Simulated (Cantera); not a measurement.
Counterflow diffusion flame

A counterflow diffusion flame at 83000 Pa, nozzles 20 mm apart: fuel side 100 % CH4 at 375 K, oxidiser side 21.0 % O2, 79.0 % N2 at 300 K, fuel mass flux 0.6 times the oxidiser's; mixture-averaged transport, no radiation.

Model: GRI-Mech 3.0 (53 species, 325 reactions), integrated in Cantera. GRI-Mech 3.0 has no aromatics or soot, which form on the fuel side of real flames. The maximum strain rate includes the flame's own expansion and is several times the mean. A flux with no burning solution from the previous one only brackets extinction.

| oxidiser flux (kg/m²/s) | max strain (1/s) | mean strain (1/s) | T max (K) | peak x OH | peak x H | peak x NO | peak x CO | peak x C2H2 |
|---|---|---|---|---|---|---|---|---|
| 0.21 | 164 | 25.7 | 2032 | 0.00680 | 0.00383 | 0.000207 | 0.0482 | 0.0109 |
| 0.3 | 228 | 36.7 | 2015 | 0.00670 | 0.00398 | 0.000186 | 0.0477 | 0.0100 |
| 0.43 | 314 | 52.6 | 2000 | 0.00661 | 0.00414 | 0.000164 | 0.0475 | 0.00927 |
| 0.62 | 435 | 75.8 | 1984 | 0.00646 | 0.00428 | 0.000139 | 0.0476 | 0.00854 |
| 0.9 | 605 | 110 | 1962 | 0.00620 | 0.00436 | 0.000110 | 0.0478 | 0.00764 |
| 1.3 | 834 | 159 | 1932 | 0.00575 | 0.00429 | 7.80e-5 | 0.0481 | 0.00643 |
| 1.9 | 1160 | 232 | 1886 | 0.00499 | 0.00395 | 4.47e-5 | 0.0487 | 0.00480 |
x: mole fraction; the columns are a selection and need not sum to one.

At the next flux tried, 2.7 kg/m²/s, no burning solution was found from the previous one.
